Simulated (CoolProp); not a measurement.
Vapour-liquid equilibrium of acetone (1) + water (2) at 0.391 MPa; x and y are mole fractions of (1).

Model: multi-fluid Helmholtz-energy mixture model, Lemmon 2006 and Wagner 2002; pair parameters Bell 2016, in CoolProp.

**Question.** Give the bubble temperature and the first vapour's composition at x = 0.05, 0.5, 0.8. Is there an azeotrope?

**Answer.** x = 0.05: 404.3 K, y = 0.308; x = 0.5: 380.5 K, y = 0.739; x = 0.8: 376.8 K, y = 0.856. No azeotrope shows between x = 0.05 and 0.95.

The pair parameters rest on a limited set of measurements; away from them the model extrapolates. With so large a gap from Raoult's law the liquid may split in two, which this calculation doesn't test in full.
